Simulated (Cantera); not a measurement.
**N2O furnace oxynitridation**

An isothermal, constant-pressure homogeneous reactor starts with N₂O : O₂ = 1 : 0.18 (molar parts), at 1150 K and 0.230 bar.

Model: GRI-Mech 3.0 (53 species, 325 reactions), integrated in Cantera. GRI-Mech 3.0 was tuned for natural gas; its chemistry of N2O as a main component is partial and can be far from experiment. The mechanism lacks the step 2 NO + O2 → 2 NO2, which can matter for NO2 below about 1400 K. The temperature is held fixed by assumption; the heat of reaction is taken as removed at once.

| t (s) | x N₂O | x O₂ | x NO₂ | x NO | x N₂ | x O |
|---|---|---|---|---|---|---|
| 0.000200 | 0.847 | 0.153 | 1.23e-12 | 6.18e-7 | 7.71e-6 | 7.97e-7 |
| 0.000702 | 0.847 | 0.153 | 2.04e-11 | 2.51e-6 | 2.89e-5 | 8.00e-7 |
| 0.00247 | 0.847 | 0.153 | 2.70e-10 | 9.16e-6 | 0.000103 | 8.00e-7 |
| 0.00866 | 0.847 | 0.153 | 3.34e-9 | 3.25e-5 | 0.000364 | 8.00e-7 |
| 0.0304 | 0.846 | 0.153 | 3.89e-8 | 0.000114 | 0.00128 | 8.00e-7 |
| 0.107 | 0.841 | 0.154 | 3.95e-7 | 0.000400 | 0.00448 | 8.00e-7 |
| 0.375 | 0.824 | 0.159 | 2.81e-6 | 0.00138 | 0.0155 | 7.98e-7 |
| 1.32 | 0.770 | 0.173 | 1.23e-5 | 0.00463 | 0.0521 | 7.92e-7 |
| 4.62 | 0.613 | 0.215 | 4.01e-5 | 0.0139 | 0.158 | 7.69e-7 |
| 16.2 | 0.304 | 0.298 | 9.43e-5 | 0.0315 | 0.366 | 6.74e-7 |
| 57.0 | 0.0494 | 0.368 | 0.000142 | 0.0431 | 0.539 | 3.10e-7 |
| 200 | 0.000774 | 0.383 | 0.000442 | 0.0433 | 0.573 | 1.66e-8 |
x: mole fraction; the columns are a selection and need not sum to one.

Equilibrium at this temperature and pressure: N₂O 4.81e-9, O₂ 0.405, NO₂ 2.30e-6, NO 0.000159, N₂ 0.595, O 1.11e-8 (gas phase only).
